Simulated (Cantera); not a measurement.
Input: 1 mol CuO, 0.56 mol H2, equilibrated at 14.0 Pa.

Cantera equilibrium calculation (NASA polynomials, part measured and part estimated; ideal gas, pure solids and liquids). Candidate condensed phases: Cu, CuO, Cu(OH)2, Cu2O, H2O; 12 gas species. Mutual solubility and eutectic melting of coexisting phases are not modelled. Equilibrium is a limit: real reactors are often held back by kinetics, nucleation or transport.

Q: What share of the Cu ends up in condensed phases as a function of T (°C), at 777, 827, 877, 927, 977, 1027, 1077, 1127, 1177, 1227, 1277, 1327?

A: 
| T (°C) | Cu condensed (%) | as |
|---|---|---|
| 777 | 100.0 | Cu(s) + Cu2O(s) |
| 827 | 100.0 | Cu(s) + Cu2O(s) |
| 877 | 100.0 | Cu(s) + Cu2O(s) |
| 927 | 100.0 | Cu(s) + Cu2O(s) |
| 977 | 100.0 | Cu(s) + Cu2O(s) |
| 1027 | 99.9 | Cu(s) + Cu2O(s) |
| 1077 | 99.8 | Cu(s) + Cu2O(s) |
| 1127 | 99.4 | Cu(l) + Cu2O(s) |
| 1177 | 98.1 | Cu(l) + Cu2O(s) |
| 1227 | 95.1 | Cu(l) |
| 1277 | 88.0 | Cu(l) |
| 1327 | 68.9 | Cu(l) |
